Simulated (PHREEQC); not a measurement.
0.023 g of hydrous ferric oxide (600 m²/g; 0.2 weak and 0.005 strong sites per Fe, Dzombak-Morel constants, diffuse double layer) in 1 kg of water with 0.05 mol/kgw of an inert sodium salt and 1.4e-05 mol/kgw CuSO4, at 25 °C; the pH is set by adding NaOH or the inert anion's acid. Oxygen alone is held at its pressure in air (log pO2 = -0.68). No CO2 enters from the air. Precipitation was switched off in this run.

All values are PHREEQC results (ion-association model, wateq4f.dat), not measurements.

| pH | S sorbed (%) | Cu sorbed (%) | surface charge σ (C/m²) |
|---|---|---|---|
| 4 | 71.6 | 0.3 | 0.189 |
| 4.5 | 62.3 | 1.9 | 0.164 |
| 5 | 48.0 | 8.2 | 0.136 |
| 5.5 | 31.4 | 23.7 | 0.110 |
| 6 | 18.2 | 56.8 | 0.091 |
| 6.5 | 9.3 | 84.2 | 0.075 |
| 7 | 3.2 | 93.8 | 0.056 |
| 7.5 | 0.6 | 94.7 | 0.036 |
| 8 | 0.1 | 93.7 | 0.019 |
| 8.5 | 0.0 | 92.4 | 0.005 |
| 9 | 0.0 | 91.0 | -0.009 |
| 9.5 | 0.0 | 89.0 | -0.024 |
| 10 | 0.0 | 86.0 | -0.044 |

Species that the database lacks are ignored. The database's constant for dissolved Cu(OH)2 is higher than later reviews accept.
